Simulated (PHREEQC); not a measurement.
## Silver or lead bath: an equilibrium model

Solution (25 °C): 0.072 mol Pb(NO3)2, 0.045 mol HNO3 and 0.0039 mol Na2SO4 per kg of water. Closed to the air; pH follows from the charge balance.

The numbers come from PHREEQC with the ion-association model, wateq4f.dat.

Each row changes one thing in this solution. This is a speciation only: nothing precipitates in the calculation.

```
case                               pH  ionic strength (mol/kgw)  NO3- (mol/kgw)  Pb+2 (mol/kgw)  PbNO3+ (mol/kgw)  PbSO4 (mol/kgw)  SI of Anglesite (PbSO4)  SI of Larnakite (PbO:PbSO4)
-------------------------------  ----  ------------------------  --------------  --------------  ----------------  ---------------  -----------------------  ---------------------------
as made                          1.46                     0.206           0.161          0.0418            0.0284          0.00178                    +2.31                        -4.18
diluted 100-fold with water      3.37                   0.00266               …        0.000697           1.54e-5          7.58e-6                    -0.08                        -4.10
HNO3 from 0.045 to 0.45 mol/kgw  0.47                     0.575               …          0.0243            0.0474         0.000235                    +1.47                        -7.25
temperature from 25 to 15 °C     1.45                     0.206               …          0.0414            0.0287          0.00191                    +2.40                        -4.31
diluted 2-fold with water           …                     0.111          0.0839          0.0245            0.0106         0.000950                    +2.03                        -4.05
```

### Question
Fill in the missing entries.

### Answer

- diluted 100-fold with water, NO3- (mol/kgw): 0.00187
- HNO3 from 0.045 to 0.45 mol/kgw, NO3- (mol/kgw): 0.547
- temperature from 25 to 15 °C, NO3- (mol/kgw): 0.160
- diluted 2-fold with water, pH: 1.74

Some of these states are supersaturated (in Anglesite, for instance).
